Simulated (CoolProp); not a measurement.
The numbers come from the reference Helmholtz-energy equation of state, Lemmon 2016 in CoolProp.

### Question
For R115, give the phase and the cp (kJ/(kg K)), speed of sound (m/s), Joule-Thomson coefficient (K/MPa), isothermal compressibility (1/MPa) at 224.5 K and 109 bar; 313 K and 109 bar.

### Answer
- 224.5 K and 109 bar: liquid; cp 0.900, speed of sound 723, Joule-Thomson coefficient -0.399, isothermal compressibility 0.00173
- 313 K and 109 bar: liquid; cp 1.04, speed of sound 423, Joule-Thomson coefficient -0.0805, isothermal compressibility 0.00606
